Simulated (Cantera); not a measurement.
## Thermodynamics of boron, boron nitride and boron oxide, feed borazine + N₂

A closed system holds: 1 mol borazine, 18 mol N₂, equilibrated at 2375 K.

Method: chemical equilibrium by Gibbs-energy minimisation in Cantera with the NASA 1993 tables (ideal gas, pure condensed phases). Candidate condensed phases: B, BN; 15 gas species. The feed counts by its element totals alone. The tables' values for BH₂ are old estimates; treat these amounts as uncertain. Equilibrium is a limit: real reactors are often held back by kinetics, nucleation or transport.

At 0.0750 Torr nothing is condensed. From 0.240 Torr to 7.50 Torr the condensed part is B(l). From 24.0 Torr to 750 Torr the condensed part is BN(s). The share of B in condensed phases is highest at 750 Torr (100.0 %) and lowest at 0.0750 Torr (0.0 %).

| P (Pa) | x N₂ | x H | x H₂ | x B | x BN | x BH₂ | x BH | x B₂ | n B(l) | n BN(s) |
|---|---|---|---|---|---|---|---|---|---|---|
| 10 | 0.696 | 0.181 | 0.0165 | 0.106 | 0.000425 | 1.98e-5 | 9.79e-5 | 5.27e-6 | 0 | 0 |
| 32 | 0.734 | 0.152 | 0.0370 | 0.0765 | 0.000562 | 0.000102 | 0.000189 | 8.71e-6 | 0.944 | 0 |
| 100 | 0.796 | 0.114 | 0.0652 | 0.0245 | 0.000331 | 0.000180 | 0.000142 | 2.79e-6 | 2.38 | 0 |
| 320 | 0.827 | 0.0747 | 0.0897 | 0.00765 | 0.000189 | 0.000248 | 9.29e-5 | 8.71e-7 | 2.81 | 0 |
| 1000 | 0.844 | 0.0460 | 0.107 | 0.00245 | 0.000108 | 0.000295 | 5.73e-5 | 2.79e-7 | 2.93 | 0 |
| 3200 | 0.845 | 0.0280 | 0.126 | 0.000546 | 4.30e-5 | 0.000249 | 2.49e-5 | 4.44e-8 | 0 | 2.98 |
| 10000 | 0.850 | 0.0163 | 0.133 | 9.86e-5 | 1.38e-5 | 0.000148 | 8.16e-6 | 4.51e-9 | 0 | 2.99 |
| 32000 | 0.853 | 0.00924 | 0.137 | 1.72e-5 | 4.30e-6 | 8.54e-5 | 2.58e-6 | 4.39e-10 | 0 | 3.00 |
| 100000 | 0.855 | 0.00527 | 0.140 | 3.11e-6 | 1.38e-6 | 4.90e-5 | 8.33e-7 | 4.49e-11 | 0 | 3.00 |
x: gas mole fraction; n: condensed amount in mol.
